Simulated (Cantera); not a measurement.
Cantera run, input and output.

```python
import numpy as np
import cantera as ct

gas = ct.Solution("h2o2.yaml")
gas.TPX = 325, 570000, {'H2': 1, 'O2': 0.98, 'N2': 3.69}
flame = ct.FreeFlame(gas, width=0.012)
flame.set_refine_criteria(ratio=3, slope=0.08, curve=0.16)
flame.transport_model = "mixture-averaged"
flame.solve(loglevel=0, auto=True)
z, T = flame.grid, flame.T
thick = (T[-1] - T[0]) / np.gradient(T, z).max()
show = ['H2', 'O2', 'H', 'OH', 'O', 'H2O']
print(f"laminar burning velocity  {flame.velocity[0] * 100:.3f} cm/s")
print(f"burnt temperature         {T[-1]:.1f} K")
print(f"thermal thickness         {thick * 1e3:.4f} mm")
print(f"grid points               {len(z)}")
z0 = z[flame.heat_release_rate.argmax()]
print(f"{'z/mm':>9s}{'T/K':>9s}{'u/(m/s)':>9s}" + "".join(f"{s:>11s}" for s in show))
rows = []
for k in (-3, -2, -1.5, -1, -0.5, -0.25, 0, 0.25, 0.5, 1, 2, 4, 8):
    zz = z0 + k * thick
    rows.append([k * thick, np.interp(zz, z, T), np.interp(zz, z, flame.velocity),
                 *(np.interp(zz, z, flame.X[gas.species_index(s)]) for s in show)])
    print(f"{rows[-1][0] * 1e3:9.3f}{rows[-1][1]:9.1f}{rows[-1][2]:9.3f}" + "".join(f"{x:11.3e}" for x in rows[-1][3:]))
```

Output:

```
laminar burning velocity  16.145 cm/s
burnt temperature         1651.1 K
thermal thickness         0.1559 mm
grid points               116
     z/mm      T/K  u/(m/s)         H2         O2          H         OH          O        H2O
   -0.468    326.6    0.161  1.683e-01  1.745e-01  7.410e-19  2.504e-16  8.701e-14  1.120e-04
   -0.312    338.6    0.164  1.513e-01  1.775e-01  3.597e-17  1.360e-14  1.347e-12  1.505e-03
   -0.234    371.3    0.176  1.311e-01  1.798e-01  1.410e-15  2.907e-13  9.998e-12  6.386e-03
   -0.156    481.6    0.222  9.810e-02  1.786e-01  4.639e-13  1.942e-11  2.967e-10  2.455e-02
   -0.078    823.7    0.373  5.391e-02  1.593e-01  5.917e-08  1.196e-07  3.150e-07  7.732e-02
   -0.039   1121.8    0.506  3.125e-02  1.378e-01  2.868e-05  4.571e-05  3.366e-05  1.187e-01
    0.000   1421.2    0.642  1.218e-02  1.133e-01  2.758e-04  7.419e-04  4.096e-04  1.596e-01
    0.039   1570.5    0.710  3.510e-03  1.006e-01  2.291e-04  1.559e-03  5.253e-04  1.793e-01
    0.078   1620.5    0.733  1.134e-03  9.725e-02  8.278e-05  1.463e-03  3.023e-04  1.852e-01
    0.156   1643.6    0.743  2.152e-04  9.631e-02  1.040e-05  8.675e-04  8.234e-05  1.877e-01
    0.312   1649.6    0.746  2.880e-05  9.628e-02  8.052e-07  4.135e-04  1.677e-05  1.884e-01
    0.624   1650.9    0.746  5.189e-06  9.632e-02  1.213e-07  2.329e-04  5.185e-06  1.885e-01
    1.247   1651.1    0.746  3.158e-06  9.633e-02  7.079e-08  1.930e-04  3.555e-06  1.885e-01
```

Model: the H2/O2 subset of GRI-Mech 3.0, which has no nitrogen chemistry, integrated in Cantera. The hydrogen kinetics of GRI-Mech 3.0 are dated; newer H2 mechanisms differ, most at raised pressure. Burning velocities carry a grid error of a few per cent, more on coarse grids. Lean hydrogen flames are cellular in practice and burn faster than this planar one.
